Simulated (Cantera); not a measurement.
## Equilibrium for fluorocarbon and chlorocarbon gases: CF4 + H2

Feed: 1 mol CF4, 0.099 mol H2, equilibrated at 0.000210 bar.

Equilibrium computed with Cantera from the NASA thermochemical tables; the gas is ideal and each condensed phase is pure. Candidate condensed phases: C, C6H6, C7H8, C8H18; 95 gas species. The numbers say what is thermodynamically allowed, not how fast it happens.

```json
[
 {"T (K)": "2348", "x F": "0.874", "x CF2": "0.0564", "x HF": "0.0522", "x C": "8.56e-5", "x C3": "0.000190", "x CF": "0.0173", "x H": "5.95e-5", "x C2": "1.70e-5", "n C(graphite)": "0.718"},
 {"T (K)": "2448", "x F": "0.895", "x CF2": "0.0277", "x HF": "0.0506", "x C": "0.000382", "x C3": "0.00104", "x CF": "0.0248", "x H": "0.000194", "x C2": "9.45e-5", "n C(graphite)": "0.781"},
 {"T (K)": "2548", "x F": "0.896", "x CF2": "0.0138", "x HF": "0.0492", "x C": "0.00151", "x C3": "0.00492", "x CF": "0.0338", "x H": "0.000591", "x C2": "0.000458", "n C(graphite)": "0.742"},
 {"T (K)": "2648", "x F": "0.873", "x CF2": "0.00683", "x HF": "0.0467", "x C": "0.00541", "x C3": "0.0207", "x CF": "0.0437", "x H": "0.00166", "x C2": "0.00196", "n C(graphite)": "0.497"},
 {"T (K)": "2748", "x F": "0.832", "x CF2": "0.00294", "x HF": "0.0417", "x C": "0.0152", "x C3": "0.0511", "x CF": "0.0469", "x H": "0.00414", "x C2": "0.00569", "n C(graphite)": "0"},
 {"T (K)": "2848", "x F": "0.831", "x CF2": "0.00108", "x HF": "0.0360", "x C": "0.0294", "x C3": "0.0468", "x CF": "0.0384", "x H": "0.00891", "x C2": "0.00826", "n C(graphite)": "0"},
 {"T (K)": "2948", "x F": "0.824", "x CF2": "0.000399", "x HF": "0.0275", "x C": "0.0521", "x C3": "0.0385", "x CF": "0.0305", "x H": "0.0161", "x C2": "0.0108", "n C(graphite)": "0"}
]
```
x: gas mole fraction; n: condensed amount in mol.

From 2348 K to 2648 K the condensed part is C(graphite). From 2748 K to 2948 K nothing is condensed. The main C-bearing gas is CF2 at 2348 K and C3 at 2948 K.
